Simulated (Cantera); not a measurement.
Charge: 1 mol Si3N4, 0.37 mol N2O, 37 mol H2, held at 925 °C and 0.0200 bar.

Method: chemical equilibrium by Gibbs-energy minimisation in Cantera with the NASA 1993 tables (ideal gas, pure condensed phases). Candidate condensed phases: H2O, Si, SiO2, Si2N2O, Si3N4; 35 gas species. Mutual solubility and eutectic melting of coexisting phases are not modelled. Equilibrium is a limit: real reactors are often held back by kinetics, nucleation or transport.

Base state: H2 0.987, N2 0.0132 (mole fractions); condensed: Si2N2O(s) + Si3N4(s).

Question: What changes in the equilibrium state with this change: temperature from 925 °C to 1350 °C?

Answer: 
| species | before | after |
|---|---|---|
| H2 | 0.987 | 0.977 |
| N2 | 0.0132 | 0.0222 |
| SiO | <1e-9 | 0.000684 |
| H | 1.34e-6 | 0.000484 |
| Si2N2O(s), mol | 0.370 | 0.344 |
| Si3N4(s), mol | 0.753 | 0.593 |
| Si(s), mol | 0 | 0.505 |
